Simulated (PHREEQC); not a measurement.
Consider water at 25 °C with 99 mmol/kgw HF, 39 mmol/kgw H2SiF6, 46 mmol/kgw HBF4 and 2 mmol/kgw HNO3. Closed to the air; pH follows from the charge balance.

Computed with PHREEQC (ion-association model, phreeqc.dat).

Problem. The ionic strength comes out as 0.166 mol/kgw. What activity coefficients do BF4-, BF3OH-, F-, SiF6-2, H+ get?

Solution. BF4- 0.76, BF3OH- 0.76, F- 0.72, SiF6-2 0.32, H+ 0.81.

Precipitation was switched off in this run. SiF6-2 is the database's only silicon fluoride. Real BF4- forms and hydrolyses slowly; the run takes it at equilibrium.
